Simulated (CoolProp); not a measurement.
Ethylene at several states: Z from the reference equation and from simpler models built on Tc = 282.4 K, pc = 50.42 bar, ω = 0.087; each cubic takes its own stable root.

Model: reference Helmholtz-energy equation of state, Smukala 2000, in CoolProp.

```csv
T (K),p (bar),phase,reference,van der Waals,Redlich-Kwong,Soave-Redlich-Kwong,Peng-Robinson
389.8,252,supercritical,[?],0.8445,[?],[?],[?]
402.6,0.376,gas,0.9992,0.9991,0.9991,0.9992,0.9990
138.1,274,liquid,1.067,[?],1.104,1.106,[?]
```

Question: What belongs in the gaps?

Answer: 
- 389.8, reference: 0.7746
- 389.8, Redlich-Kwong: 0.7925
- 389.8, Soave-Redlich-Kwong: 0.8279
- 389.8, Peng-Robinson: 0.7680
- 138.1, van der Waals: 1.600
- 138.1, Peng-Robinson: 0.9875
